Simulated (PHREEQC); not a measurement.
PHREEQC input (ion-association model, wateq4f.dat):

```
SOLUTION_MASTER_SPECIES
  An  An-  0  An  62.0  # stands for a non-complexing anion
SOLUTION_SPECIES
  An- = An-
    -log_k 0
    -gamma 3.0 0
PHASES
  Fix_H+
    H+ = H+
    -log_k 0
SOLUTION 1
  temp 25
  units mmol/kgw
  pH 7 charge
  Na 300
  An 300
END
SELECTED_OUTPUT 1
  -reset false
  -pH true
  -pe true
  -ionic_strength true
  -water true
  -totals Na
  -molalities Hfo_wOH Hfo_wOH2+ Hfo_wO- Hfo_sOH Hfo_sOH2+ Hfo_sO-
USER_PUNCH 1
  -headings sigma psi
  10 PUNCH EDL("sigma", "Hfo"), EDL("psi", "Hfo")
PRINT
  -reset false
USE solution 1
SURFACE 1
  Hfo_wOH 0.0058427 600 2.6
  Hfo_sOH 0.000146067
EQUILIBRIUM_PHASES 1
  Fix_H+ -4 HAn 10
    -force_equality true
  O2(g) -0.68 10
END
# ... the last block is repeated for the other 16 points of pH, with NaOH or the acid as the point needs
```

Selected output (columns that matter, 14 of 17 rows; pH added in front):

```
pH	mu	Na	m_Hfo_wOH	m_Hfo_wOH2+	m_Hfo_wO-	m_Hfo_sOH	m_Hfo_sOH2+	m_Hfo_sO-	sigma	psi
4	0.30295	0.3	0.00033576	0.0055065	4.6901e-07	8.3939e-06	0.00013766	1.1725e-08	0.34909	0.12276
4.5	0.30262	0.3	0.00081128	0.0050284	2.9986e-06	2.0282e-05	0.00012571	7.4964e-08	0.31862	0.11818
5	0.30219	0.3	0.0015681	0.0042614	1.3219e-05	3.9203e-05	0.00010653	3.3048e-07	0.26934	0.10978
6	0.30125	0.3	0.0032229	0.0025255	9.4222e-05	8.0573e-05	6.3138e-05	2.3555e-06	0.15415	0.082576
6.5	0.30085	0.3	0.0038141	0.0018483	0.00018031	9.5352e-05	4.6207e-05	4.5077e-06	0.10575	0.065345
7	0.30054	0.3	0.0041973	0.0013454	0.00029999	0.00010493	3.3634e-05	7.4998e-06	0.066277	0.046386
7.5	0.30028	0.3	0.0044055	0.00098649	0.00045071	0.00011014	2.4662e-05	1.1268e-05	0.033969	0.026023
8.5	0.30018	0.30035	0.0044533	0.00052666	0.00086266	0.00011133	1.3166e-05	2.1566e-05	-0.021303	-0.016732
9	0.30042	0.30084	0.0043077	0.00036263	0.0011723	0.00010769	9.0658e-06	2.9307e-05	-0.051333	-0.037577
9.5	0.30074	0.30145	0.0040069	0.00022893	0.0016067	0.00010017	5.7231e-06	4.0167e-05	-0.087354	-0.057197
10	0.3012	0.30227	0.0035089	0.00012788	0.0022056	8.7723e-05	3.1971e-06	5.5141e-05	-0.13174	-0.075225
11	0.30342	0.3054	0.0019471	2.2425e-05	0.0038728	4.8677e-05	5.6063e-07	9.6819e-05	-0.24413	-0.10479
11.5	0.30706	0.30948	0.0011064	5.9283e-06	0.0047299	2.7659e-05	1.4821e-07	0.00011825	-0.29953	-0.11471
12	0.31751	0.32025	0.00048906	1.0238e-06	0.005352	1.2226e-05	2.5594e-08	0.0001338	-0.33929	-0.12014
```
